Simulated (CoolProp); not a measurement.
Sulfur dioxide along the isobar 23400 kPa: Z from the reference equation and from simpler models built on Tc = 157.5 °C, pc = 7887 kPa, ω = 0.256; each cubic takes its own stable root.

Model: reference Helmholtz-energy equation of state, Gao 2016, in CoolProp.

```json
[
 {"T (°C)": "127.65", "phase": "liquid", "reference": "0.3988"},
 {"T (°C)": "131.55", "phase": "liquid", "reference": "0.3995"},
 {"T (°C)": "135.45", "phase": "liquid", "reference": "0.4004"},
 {"T (°C)": "139.25", "phase": "liquid", "reference": "0.4014"},
 {"T (°C)": "143.15", "phase": "liquid", "reference": "0.4027"},
 {"T (°C)": "147.05", "phase": "liquid", "reference": "0.4041"},
 {"T (°C)": "150.85", "phase": "liquid", "reference": "0.4058"},
 {"T (°C)": "154.75", "phase": "liquid", "reference": "0.4077"},
 {"T (°C)": "158.65", "phase": "supercritical", "reference": "0.4098"},
 {"T (°C)": "162.45", "phase": "supercritical", "reference": "0.4121"},
 {"T (°C)": "166.35", "phase": "supercritical", "reference": "0.4148"},
 {"T (°C)": "170.15", "phase": "supercritical", "reference": "0.4177"},
 {"T (°C)": "174.05", "phase": "supercritical", "reference": "0.4209"},
 {"T (°C)": "177.95", "phase": "supercritical", "reference": "0.4245"}
]
```

### Question
How far does each simpler model (van der Waals, Soave-Redlich-Kwong) lie from the reference over these 14 states: mean and median of the absolute difference, and the worst?

### Answer
- van der Waals: mean 44.1 %, median 44.4 %, worst +49.3 % at 127.65 °C and 23400 kPa
- Soave-Redlich-Kwong: mean 14.2 %, median 14.1 %, worst +15.8 % at 177.95 °C and 23400 kPa
